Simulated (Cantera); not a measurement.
Cantera with NASA thermochemical tables; ideal gases at 1 bar, condensed phases pure. Values are per mole of reaction as written; species without (g) are pure solids or liquids, kept so even where they would boil at 1 bar.

a) 1.143 Ti + O₂(g) ⇌ 0.2857 Ti₄O₇
b) 1.333 B + O₂(g) ⇌ 0.6667 B₂O₃(g)
c) Zr + O₂(g) ⇌ ZrO₂(g)
d) V + O₂(g) ⇌ VO₂(g)
e) 2 H₂(g) + O₂(g) ⇌ 2 H₂O(g)

Q: Order these by ΔG° at 2198 K, most negative first.

A: a (-598 kJ), b (-498 kJ), c (-328 kJ), d (-278 kJ), e (-248 kJ)
